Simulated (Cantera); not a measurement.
A Cantera script and what it prints.

```python
import numpy as np
import cantera as ct

gas_names = [...]  # 110 gases of nasa_gas.yaml made of C, H, O
cond_names = """
    C(gr) C6H6(L) C7H8(L) C8H18(L),n-octa H2O(s) H2O(L)
""".split()


# ... load() reads the species with a 1 bar reference pressure and builds the phases ...
atoms = {
    'CH3OH': {'C': 1, 'H': 4, 'O': 1},
    'CO2': {'C': 1, 'O': 2},
    'H2': {'H': 2},
}
top_T = {'C(gr)': 4500}  # K; cautious upper limits of use, not melting points


# ... equilibrate(T, P, feed) seeds the gas with the atoms and calls Mixture.equilibrate('TP', solver="vcs", rtol=1e-11, max_steps=5000) ...
results = []
feed = {'CH3OH': 1, 'CO2': 0.29, 'H2': 0.37}  # mol
T = 2923.15  # K
P = 101325  # Pa
mix = equilibrate(T, P, feed)
results.append((T, P, feed, dict(zip(mix.species_names, mix.species_moles))))
x = sorted(zip(gas.X, gas.species_names), reverse=True)
print(f"T = {T:g} K  P = {P:g} Pa  gas = {mix.phase_moles(0):.4g} mol")
print("   x: " + "  ".join(f"{s} {v:.3e}" for v, s in x if v > 0.001))
print("   condensed (mol): " + ("  ".join(f"{mix.phase(i).name} {mix.phase_moles(i):.4g}"
      for i in range(1, mix.n_phases) if mix.phase_moles(i) > 1e-12) or "none"))
```

Result:

```
T = 2923.15 K  P = 101325 Pa  gas = 3.836 mol
   x: H2 5.065e-01  CO 3.303e-01  H 8.763e-02  H2O 6.570e-02  CO2 5.917e-03  OH 3.552e-03
   condensed (mol): none
```

Equilibrium computed with Cantera from the NASA thermochemical tables; the gas is ideal and each condensed phase is pure.
